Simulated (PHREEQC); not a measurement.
PHREEQC input (ion-association model, wateq4f.dat):

```
SOLUTION_MASTER_SPECIES
  An  An-  0  An  62.0  # stands for a non-complexing anion
SOLUTION_SPECIES
  An- = An-
    -log_k 0
    -gamma 3.0 0
PHASES
  Fix_H+
    H+ = H+
    -log_k 0
SOLUTION 1
  temp 25
  units mmol/kgw
  pH 7 charge
  Cl 0.011
  Ba 0.0055
  F 0.1
  Na 100.1
  An 100
END
SELECTED_OUTPUT 1
  -reset false
  -pH true
  -pe true
  -ionic_strength true
  -water true
  -totals Ba Cl F Na
  -molalities Hfo_wOH Hfo_wOH2+ Hfo_wO- Hfo_sOH Hfo_sOH2+ Hfo_sO- Hfo_wF Hfo_wOHF- Hfo_sOHBa+2 Hfo_wOBa+
  -saturation_indices BaF2 Halite
USER_PUNCH 1
  -headings sigma psi
  10 PUNCH EDL("sigma", "Hfo"), EDL("psi", "Hfo")
PRINT
  -reset false
USE solution 1
SURFACE 1
  Hfo_wOH 6.74157e-05 600 0.03
  Hfo_sOH 1.68539e-06
EQUILIBRIUM_PHASES 1
  Fix_H+ -3 HAn 10
    -force_equality true
  O2(g) -0.68 10
END
# ... the last block is repeated for the other 12 points of pH, with NaOH or the acid as the point needs
```

Selected output (columns that matter, 13 of 13 rows; pH added in front):

```
pH	mu	Ba	F	Na	m_Hfo_wOH	m_Hfo_wOH2+	m_Hfo_wO-	m_Hfo_sOH	m_Hfo_sOH2+	m_Hfo_sO-	si_BaF2	si_Halite	sigma	psi
3	0.10136	5.5e-06	8.8159e-05	0.1001	7.3901e-07	5.4836e-05	2.2816e-10	2.2412e-08	1.663e-06	6.9193e-12	-8.9376	-7.7644	0.30158	0.14313
3.67	0.1004	5.5e-06	8.4982e-05	0.1001	2.5458e-06	4.9849e-05	2.9786e-09	8.1887e-08	1.6034e-06	9.5805e-11	-8.5121	-7.7637	0.26993	0.13773
4.33	0.10019	5.5e-06	8.574e-05	0.1001	7.9328e-06	4.5191e-05	3.1901e-08	2.5152e-07	1.4329e-06	1.0115e-09	-8.3663	-7.7635	0.23347	0.1304
5	0.10014	5.5e-06	8.9156e-05	0.1001	1.875e-05	3.7607e-05	2.1417e-07	5.586e-07	1.1204e-06	6.3803e-09	-8.2988	-7.7635	0.18115	0.11759
5.67	0.10013	5.4998e-06	9.3404e-05	0.1001	3.2128e-05	2.7842e-05	8.4934e-07	8.902e-07	7.7143e-07	2.3533e-08	-8.251	-7.7635	0.12606	0.099512
6.33	0.10012	5.4984e-06	9.6794e-05	0.1001	4.2878e-05	1.913e-05	2.2016e-06	1.1244e-06	5.0166e-07	5.7734e-08	-8.2186	-7.7635	0.079814	0.077525
7	0.10012	5.4862e-06	9.8785e-05	0.1001	4.8938e-05	1.3062e-05	4.2004e-06	1.2357e-06	3.2982e-07	1.0606e-07	-8.2015	-7.7635	0.0433	0.05109
7.67	0.10011	5.3671e-06	9.9618e-05	0.1001	5.1244e-05	9.3664e-06	6.4227e-06	1.1869e-06	2.1694e-07	1.4876e-07	-8.2037	-7.7635	0.01574	0.021182
8.33	0.10012	4.7565e-06	9.9884e-05	0.10011	5.1502e-05	6.6277e-06	9.1683e-06	7.2218e-07	9.2935e-08	1.2856e-07	-8.2538	-7.7635	-0.0064224	-0.0088459
9	0.10013	4.0156e-06	9.9966e-05	0.10012	4.9957e-05	4.3955e-06	1.3007e-05	1.6498e-07	1.4516e-08	4.2956e-08	-8.3267	-7.7634	-0.030692	-0.038712
9.67	0.10018	3.5898e-06	9.999e-05	0.10018	4.6231e-05	2.6854e-06	1.8233e-05	2.1882e-08	1.271e-09	8.6297e-09	-8.3753	-7.7632	-0.064332	-0.067679
10.33	0.1004	2.2506e-06	9.9997e-05	0.10041	3.8122e-05	1.2583e-06	2.6459e-05	5.2503e-09	1.7329e-10	3.6441e-09	-8.5787	-7.7624	-0.10873	-0.0922
11	0.10144	6.4343e-07	9.9999e-05	0.10145	2.598e-05	4.0858e-07	3.7846e-05	3.7142e-09	5.8411e-11	5.4105e-09	-9.1256	-7.7586	-0.1657	-0.11279
```

The oxide is taken as insoluble; below pH 4 it would dissolve.
